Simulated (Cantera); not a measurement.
Charge: 1 mol Si, 6.9 mol HCl, 51 mol N₂, equilibrated at 1.00 Torr.

Method: chemical equilibrium by Gibbs-energy minimisation in Cantera with the NASA 1993 tables (ideal gas, pure condensed phases). Candidate condensed phases: NH₄Cl, Si, Si₃N₄; 28 gas species. N₂ is the only nitrogen source here; it is nearly inert below about 1500 K, so the nitride shown seldom forms there in practice. Kinetics and transport are ignored.

Q: At 527 °C, list the 4 most abundant gas species with their mole fractions, and the condensed phases.

A: N₂ 0.889, HCl 0.0803, H₂ 0.0203, SiCl₄ 0.0102. Condensed: Si₃N₄(s).
